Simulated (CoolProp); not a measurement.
Vapour-liquid equilibrium of methane (1) + ethane (2) at 1.77 bar; x and y are mole fractions of (1).

The numbers come from the multi-fluid Helmholtz-energy mixture model, Setzmann 1991 and Bücker 2006; pair parameters Kunz 2012 in CoolProp.

| x | bubble temperature (K) | y at the bubble point | dew temperature at overall composition x (K) | liquid density (mol/L) |
|---|---|---|---|---|
| 0.05 | 171.4 | 0.736 | 194.5 | 18.81 |
| 0.2 | 142.2 | 0.976 | 190.9 | 20.66 |
| 0.35 | 132.6 | 0.993 | 186.9 | 21.80 |
| 0.5 | 127.5 | 0.997 | 182.0 | 22.79 |
| 0.65 | 124.3 | 0.998 | 175.9 | 23.71 |
| 0.8 | 121.8 | 0.999 | 167.3 | 24.59 |
| 0.95 | 119.6 | 1.000 | 149.7 | 25.40 |

No azeotrope shows between x = 0.05 and 0.95.

The pair parameters rest on a limited set of measurements; away from them the model extrapolates.
